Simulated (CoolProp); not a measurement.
Values from CoolProp's reference Helmholtz-energy equation of state, de Reuck 1990.

Task: For fluorine, give the phase and the Joule-Thomson coefficient (K/MPa), expansivity (1/kK) at -147.35 °C and 16.8 MPa; -104.85 °C and 16.8 MPa; -76.45 °C and 16.8 MPa.

Result: 
- -147.35 °C and 16.8 MPa: liquid; Joule-Thomson coefficient -0.115, expansivity 6.15
- -104.85 °C and 16.8 MPa: supercritical; Joule-Thomson coefficient 0.822, expansivity 14.3
- -76.45 °C and 16.8 MPa: supercritical; Joule-Thomson coefficient 1.67, expansivity 13.1
